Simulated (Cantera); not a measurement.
A closed system holds: 1 mol CH₃Cl, 0.37 mol F₂, held at 2450 °C and 0.133 bar.

These are equilibrium values from Cantera (NASA tables, ideal gas, pure condensed phases), not measurements of a reactor. Candidate condensed phases: C, C₆H₆, C₇H₈, C₈H₁₈; 118 gas species. Rates play no part.

Base state: HCl 0.312, HF 0.287, H₂ 0.235, H 0.0823, Cl 0.0758, C₂H₂ (acetylene) 0.00603, F 0.000357, C₂H 0.000233 (mole fractions); condensed: C(graphite).

### Question
What changes in the equilibrium state with this change: CH₃Cl replaced by CCl₄?

### Answer
```json
[
 {"species": "Cl", "before": "0.0758", "after": "0.867"},
 {"species": "F", "before": "0.000357", "after": "0.0924"},
 {"species": "CF₂", "before": "4.60e-7", "after": "0.0308"},
 {"species": "HCl", "before": "0.312", "after": "0"},
 {"species": "HF", "before": "0.287", "after": "0"},
 {"species": "H₂", "before": "0.235", "after": "0"},
 {"species": "H", "before": "0.0823", "after": "0"},
 {"species": "C₂H₂ (acetylene)", "before": "0.00603", "after": "0"},
 {"species": "CF₃", "before": "<1e-9", "after": "0.000251"},
 {"species": "C(graphite), mol", "before": "0.965", "after": "0.829"}
]
```
The tables' values for CCl are old estimates; treat these amounts as uncertain.
